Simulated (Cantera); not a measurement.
## Transport properties of process gases

Gas mixture: H2O : N2O = 0.45 : 0.11 (molar parts), at 21.0 Torr, frozen composition.

Cantera's kinetic-theory transport with the Lennard-Jones parameters of GRI-Mech 3.0, ideal gas; thermal conductivity in the mixture-averaged form. Polar gases are described roughly by these parameters. The composition is frozen, though it would react at the higher temperatures.

```
T (K)  ρ (kg/m³)  cp (J/kg/K)  μ (µPa s)  λ (mW/m/K)     Pr  D (cm²/s) OH  D (cm²/s) H2  D (cm²/s) NH3
-----  ---------  -----------  ---------  ----------  -----  ------------  ------------  -------------
400       0.0195         1554       15.6        34.4  0.706          20.8          49.2           12.1
500       0.0156         1614       19.5        44.8  0.704          31.2          73.1           19.0
600       0.0130         1674       23.4        55.8  0.701          43.1           100           27.4
700       0.0111         1734       27.2        67.5  0.698          56.4           131           37.1
800      0.00973         1792       30.8        79.6  0.694          71.2           164           48.1
900      0.00865         1848       34.4        92.0  0.691          87.1           201           60.3
1000     0.00779         1904       37.9         105  0.688           104           240           73.6
1100     0.00708         1958       41.2         118  0.687           123           282           87.9
1200     0.00649         2009       44.5         131  0.685           142           326            103
```
D: mixture-averaged diffusion coefficient of that species in the mixture.
